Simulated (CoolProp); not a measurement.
Vapour-liquid equilibrium of propane (1) + benzene (2) at 334.5 K; x and y are mole fractions of (1).

The numbers come from the multi-fluid Helmholtz-energy mixture model, Lemmon 2009 and Thol 2012; pair parameters Bell 2016 in CoolProp.

Problem. Give the bubble pressure and the first vapour's composition at x = 0.05, 0.25, 0.85. Is there an azeotrope?

Solution. x = 0.05: 219.6 kPa, y = 0.749; x = 0.25: 723.8 kPa, y = 0.926; x = 0.85: 1795 kPa, y = 0.985. No azeotrope shows between x = 0.05 and 0.95.

The pair parameters rest on a limited set of measurements; away from them the model extrapolates. The gap from Raoult's law changes sign with composition, which may be real or a fault of the pair parameters; it wasn't checked against measurements.
